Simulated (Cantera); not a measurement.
Charge: 1 mol C2F6, held at 3.30 mbar.

These are equilibrium values from Cantera (NASA tables, ideal gas, pure condensed phases), not measurements of a reactor. Candidate condensed phases: C; 13 gas species. The feed counts by its element totals alone. Gases not in the tables: C2F6 and larger saturated fluorocarbons. Kinetics and transport are ignored.

What share of the C ends up in condensed phases as a function of T (°C), at 1302, 1352, 1402, 1452, 1502, 1552, 1602, 1652?


```
T (°C)  C condensed (%)           as
------  ---------------  -----------
1302               24.9  C(graphite)
1352               24.9  C(graphite)
1402               24.7  C(graphite)
1452               24.5  C(graphite)
1502               24.2  C(graphite)
1552               23.7  C(graphite)
1602               22.9  C(graphite)
1652               21.8  C(graphite)
```
